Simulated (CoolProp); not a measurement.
Vapour-liquid equilibrium of n-heptane (1) + o-xylene (2) at 3.49 bar; x and y are mole fractions of (1).

Values from CoolProp's multi-fluid Helmholtz-energy mixture model, Span 2003 and Zhou 2012; pair parameters Bell 2016.

| x | bubble temperature (K) | y at the bubble point | dew temperature at overall composition x (K) | liquid density (mol/L) |
|---|---|---|---|---|
| 0.05 | 465.9 | 0.136 | 469.3 | 6.686 |
| 0.125 | 459.1 | 0.297 | 466.4 | 6.620 |
| 0.2 | 453.3 | 0.421 | 463.3 | 6.546 |
| 0.275 | 448.4 | 0.519 | 460.0 | 6.465 |
| 0.35 | 444.1 | 0.599 | 456.7 | 6.382 |
| 0.425 | 440.4 | 0.667 | 453.1 | 6.295 |
| 0.5 | 437.0 | 0.725 | 449.4 | 6.208 |
| 0.575 | 434.0 | 0.776 | 445.4 | 6.120 |
| 0.65 | 431.2 | 0.822 | 441.3 | 6.032 |
| 0.725 | 428.5 | 0.864 | 437.0 | 5.945 |
| 0.8 | 426.1 | 0.904 | 432.5 | 5.858 |
| 0.875 | 423.7 | 0.941 | 427.9 | 5.773 |
| 0.95 | 421.5 | 0.977 | 423.2 | 5.689 |

No azeotrope shows between x = 0.05 and 0.95.

The pair parameters rest on a limited set of measurements; away from them the model extrapolates.
